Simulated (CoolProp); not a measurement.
Values from CoolProp's reference Helmholtz-energy equation of state, Zhou 2011.

Question: Give the vapour pressure (bar), vapour density (kg/m³), surface tension (mN/m) of saturated dimethyl carbonate at 302.2, 439.4 K.

Answer: 
```csv
T (K),p (bar),vapour density (kg/m³),surface tension (mN/m)
302.2,0.0891,0.321,27.8
439.4,7.09,19.8,9.50
```

Surface tension comes from a separate correlation (Mulero 2014).
